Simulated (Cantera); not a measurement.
Input (Python, Cantera):

```python
import numpy as np
import cantera as ct

gas = ct.Solution("gri30.yaml")
gas.TP = 300, 101325
flame = ct.CounterflowDiffusionFlame(gas, width=0.02)
flame.fuel_inlet.X, flame.fuel_inlet.T = {'CH4': 1, 'H2': 1.1}, 350
flame.oxidizer_inlet.X, flame.oxidizer_inlet.T = {'O2': 0.23, 'N2': 0.77}, 400
flame.set_refine_criteria(ratio=3, slope=0.12, curve=0.24, prune=0.03)
show = ['OH', 'H', 'NO', 'CO', 'C2H2']

rows = []
print(f"{'mdot':>8s}{'a_max':>10s}{'a_mean':>10s}{'Tmax/K':>9s}" + "".join(f"{s:>11s}" for s in show) + "   (peak mole fractions)")
for i, mdot in enumerate([0.61, 0.79, 1, 1.3, 1.7, 2.2, 2.8, 3.7, 4.8]):  # kg/m2/s on the oxidiser side
    flame.oxidizer_inlet.mdot, flame.fuel_inlet.mdot = mdot, 0.68 * mdot
    flame.solve(loglevel=0, auto=(i == 0))
    if flame.T.max() < max(350, 400) + 100:
        print(f"{mdot:8.3g}  no burning solution found from the previous one")
        break
    dT = np.abs(np.gradient(flame.T, flame.grid))
    rows.append([flame.strain_rate("max"), flame.strain_rate("mean"), flame.T.max(),
                 *(flame.X[gas.species_index(s)].max() for s in show), max(dT[0], dT[-1]) / dT.max()])
    print(f"{mdot:8.3g}{rows[-1][0]:10.1f}{rows[-1][1]:10.1f}{rows[-1][2]:9.1f}" + "".join(f"{x:11.3e}" for x in rows[-1][3:-1]))
```

It prints:

```
    mdot     a_max    a_mean   Tmax/K         OH          H         NO         CO       C2H2   (peak mole fractions)
    0.61     539.5     103.1   2246.1  1.443e-02  9.356e-03  2.473e-04  4.299e-02  9.291e-03
    0.79     683.4     133.5   2225.1  1.439e-02  9.868e-03  2.244e-04  4.231e-02  9.149e-03
       1     847.9     169.0   2212.1  1.445e-02  1.043e-02  2.082e-04  4.196e-02  9.131e-03
     1.3    1071.5     219.7   2194.4  1.436e-02  1.101e-02  1.890e-04  4.143e-02  9.059e-03
     1.7    1352.5     287.3   2173.9  1.416e-02  1.156e-02  1.687e-04  4.083e-02  8.954e-03
     2.2    1689.6     371.9   2155.5  1.394e-02  1.211e-02  1.504e-04  4.039e-02  8.881e-03
     2.8    2073.6     473.3   2137.8  1.371e-02  1.264e-02  1.336e-04  3.999e-02  8.771e-03
     3.7    2626.7     625.4   2118.1  1.341e-02  1.324e-02  1.151e-04  3.967e-02  8.612e-03
     4.8    3272.6     811.3   2096.6  1.298e-02  1.371e-02  9.753e-05  3.946e-02  8.316e-03
```

Computed with Cantera and GRI-Mech 3.0 (53 species, 325 reactions). GRI-Mech 3.0 has no aromatics or soot, which form on the fuel side of real flames. The maximum strain rate includes the flame's own expansion and is several times the mean.
